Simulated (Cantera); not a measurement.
## Ignition delay

Mixture: CH₄ : O₂ : N₂ : H₂O = 1 : 2.99 : 11.2 : 1.4 (molar parts), equivalence ratio 0.67, at 1.01 bar, adiabatic and at constant pressure. Ignition delay is the time to a rise of 400 K.

Detailed kinetics in Cantera: GRI-Mech 3.0 (53 species, 325 reactions).

```json
[
 {"T0 (K)": "1323", "delay (ms)": "8.70"},
 {"T0 (K)": "1398", "delay (ms)": "3.55"},
 {"T0 (K)": "1473", "delay (ms)": "1.55"},
 {"T0 (K)": "1548", "delay (ms)": "0.735"},
 {"T0 (K)": "1623", "delay (ms)": "0.379"}
]
```

- apparent activation energy between 1473 and 1623 K = 190 kJ/mol
